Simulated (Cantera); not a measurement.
A freely propagating, adiabatic, planar premixed flame of CO : H₂ : CH₄ : O₂ : N₂ = 1 : 0.29 : 0.26 : 1.69 : 6.35 (molar parts), unburnt at 625 K and 0.310 bar; mixture-averaged transport, grid criteria slope 0.08 and curve 0.16, no radiation.

Detailed kinetics in Cantera: GRI-Mech 3.0 (53 species, 325 reactions). Burning velocities carry a grid error of a few per cent, more on coarse grids.

**Question.** How do the results move with these cheaper or finer settings: unity-Lewis-number transport; multicomponent transport; multicomponent+Soret transport; grid criteria slope 0.5, curve 1; grid criteria slope 0.25, curve 0.5; grid criteria slope 0.03, curve 0.06?

**Answer.** 
```
setting                               laminar burning velocity  thermal thickness  peak x(C₂H₆)  peak x(HO₂)  grid points
------------------------------------  ------------------------  -----------------  ------------  -----------  -----------
as above                                              207 cm/s            1.46 mm       3.92e-5      9.03e-5          159
unity-Lewis-number transport                          147 cm/s            1.38 mm       3.11e-5      6.40e-5          136
multicomponent transport                              206 cm/s            1.46 mm       3.93e-5      9.04e-5          159
multicomponent+Soret transport                        200 cm/s            1.46 mm       3.90e-5      8.98e-5          159
grid criteria slope 0.5, curve 1                      229 cm/s            1.78 mm       4.20e-5      8.41e-5           46
grid criteria slope 0.25, curve 0.5                   212 cm/s            1.55 mm       3.83e-5      8.91e-5           74
grid criteria slope 0.03, curve 0.06                  204 cm/s            1.43 mm       3.88e-5      9.10e-5          377
```
The base run took about 21 core-seconds (a rough figure).
Unity Lewis numbers drop preferential diffusion, which matters most where H2 and H carry the flame; Soret adds thermal diffusion.
